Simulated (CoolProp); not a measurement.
Values from CoolProp's reference Helmholtz-energy equation of state, Schroeder 2014.

Q: For ethanol, give the phase and the density (kg/m³), cp (kJ/(kg K)), isothermal compressibility (1/MPa), conductivity (mW/(m K)) at 556.9 K and 3060 kPa.

A: 
- 556.9 K and 3060 kPa: gas; density 34.1, cp 2.68, isothermal compressibility 0.371, conductivity 51.8

Thermal conductivity comes from a separate model (Assael 2013).
